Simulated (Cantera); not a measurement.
Input (Python, Cantera) and output of one run.

```python
import numpy as np
import cantera as ct

gas_names = """
    Cu CuF CuF2 Cu2 F F2 H HF H2 H2F2 H3F3 H4F4 H5F5 H6F6 H7F7
""".split()
cond_names = """
    Cu(cr) Cu(L) CuF2(s) CuF2(L)
""".split()


# ... load() reads the species with a 1 bar reference pressure and builds the phases ...
atoms = {
    'CuF2': {'Cu': 1, 'F': 2},
    'HF': {'H': 1, 'F': 1},
    'H2': {'H': 2},
}
top_T = {}  # K; cautious upper limits of use, not melting points


# ... equilibrate(T, P, feed) seeds the gas with the atoms and calls Mixture.equilibrate('TP', solver="vcs", rtol=1e-11, max_steps=5000) ...
results = []
feed = {'CuF2': 1, 'HF': 0.6, 'H2': 15}  # mol
P = 41  # Pa
for T in [1000, 1075, 1150, 1225, 1300, 1375, 1450, 1525, 1600, 1675, 1750, 1825, 1900]:
    mix = equilibrate(T, P, feed)
    results.append((T, P, feed, dict(zip(mix.species_names, mix.species_moles))))
    x = sorted(zip(gas.X, gas.species_names), reverse=True)
    print(f"T = {T:g} K  P = {P:g} Pa  gas = {mix.phase_moles(0):.4g} mol")
    print("   x: " + "  ".join(f"{s} {v:.3e}" for v, s in x if v > 0.0001))
    print("   condensed (mol): " + ("  ".join(f"{mix.phase(i).name} {mix.phase_moles(i):.4g}"
          for i in range(1, mix.n_phases) if mix.phase_moles(i) > 1e-12) or "none"))
```

Result:

```
T = 1000 K  P = 41 Pa  gas = 16.6 mol
   x: H2 8.434e-01  HF 1.566e-01
   condensed (mol): Cu(cr) 1
T = 1075 K  P = 41 Pa  gas = 16.6 mol
   x: H2 8.434e-01  HF 1.566e-01
   condensed (mol): Cu(cr) 1
T = 1150 K  P = 41 Pa  gas = 16.6 mol
   x: H2 8.434e-01  HF 1.566e-01
   condensed (mol): Cu(cr) 0.9999
T = 1225 K  P = 41 Pa  gas = 16.6 mol
   x: H2 8.433e-01  HF 1.566e-01
   condensed (mol): Cu(cr) 0.999
T = 1300 K  P = 41 Pa  gas = 16.61 mol
   x: H2 8.430e-01  HF 1.566e-01  Cu 3.848e-04
   condensed (mol): Cu(cr) 0.9935
T = 1375 K  P = 41 Pa  gas = 16.63 mol
   x: H2 8.415e-01  HF 1.563e-01  Cu 2.007e-03  H 1.552e-04
   condensed (mol): Cu(L) 0.9663
T = 1450 K  P = 41 Pa  gas = 16.74 mol
   x: H2 8.359e-01  HF 1.552e-01  Cu 8.388e-03  H 4.270e-04
   condensed (mol): Cu(L) 0.8585
T = 1525 K  P = 41 Pa  gas = 17.13 mol
   x: H2 8.168e-01  HF 1.516e-01  Cu 3.034e-02  H 1.056e-03  CuF 1.443e-04
   condensed (mol): Cu(L) 0.4773
T = 1600 K  P = 41 Pa  gas = 17.62 mol
   x: H2 7.935e-01  HF 1.474e-01  Cu 5.651e-02  H 2.392e-03  CuF 1.999e-04
   condensed (mol): none
T = 1675 K  P = 41 Pa  gas = 17.64 mol
   x: H2 7.910e-01  HF 1.472e-01  Cu 5.650e-02  H 5.100e-03  CuF 1.547e-04
   condensed (mol): none
T = 1750 K  P = 41 Pa  gas = 17.69 mol
   x: H2 7.864e-01  HF 1.469e-01  Cu 5.640e-02  H 1.019e-02  CuF 1.223e-04
   condensed (mol): none
T = 1825 K  P = 41 Pa  gas = 17.77 mol
   x: H2 7.783e-01  HF 1.462e-01  Cu 5.617e-02  H 1.919e-02
   condensed (mol): none
T = 1900 K  P = 41 Pa  gas = 17.91 mol
   x: H2 7.648e-01  HF 1.451e-01  Cu 5.576e-02  H 3.427e-02
   condensed (mol): none
```

Method: chemical equilibrium by Gibbs-energy minimisation in Cantera with the NASA 1993 tables (ideal gas, pure condensed phases).
